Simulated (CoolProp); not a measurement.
A closed Brayton cycle with carbon dioxide: compressor inlet 315.15 K and 8.3 MPa, high pressure 20.5 MPa, turbine inlet 625 K, compressor efficiency 0.8, turbine efficiency 0.9, recuperator effectiveness 0 (on enthalpy, no pinch check). Each further row changes one setting.

The numbers come from the reference Helmholtz-energy equation of state, Span 1996 in CoolProp.

| case | thermal efficiency (%) | net work (kJ/kg) | compressor to turbine work | compressor exit (K) | turbine exit (K) |
|---|---|---|---|---|---|
| as stated | 13.2 | 46.1 | 0.46 | 380.8 | 531.9 |
| turbine inlet 575 K | ? | 36.9 | 0.52 | 380.8 | 485.5 |
| compressor inlet 325.15 K | ? | 37.1 | ? | 402.0 | 531.9 |
| high pressure 17.4 MPa | 11.2 | ? | 0.43 | 368.5 | 548.6 |
| recuperator effectiveness 0.5 | 17.7 | 46.1 | 0.46 | 380.8 | 531.9 |

### Question
What belongs in the gaps?

### Answer

- turbine inlet 575 K, thermal efficiency (%): 12.8
- compressor inlet 325.15 K, thermal efficiency (%): 12.1
- compressor inlet 325.15 K, compressor to turbine work: 0.57
- high pressure 17.4 MPa, net work (kJ/kg): 40.6
